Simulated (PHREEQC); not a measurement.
A solution holds 0.98 mmol/kgw HCl, 2.2 mmol/kgw CuSO4 and 0.38 mmol/kgw KCl, at 20 °C. Closed to the air; pH follows from the charge balance.

Computed with PHREEQC (ion-association model, phreeqc.dat).

Q: The ionic strength comes out as 0.00870 mol/kgw. What activity coefficients do Cu+2, SO4-2, H+, HSO4-, KSO4- get?

A: Cu+2 0.69, SO4-2 0.69, H+ 0.92, HSO4- 0.91, KSO4- 0.91.

Precipitation was switched off in this run. Species that the database lacks are ignored.
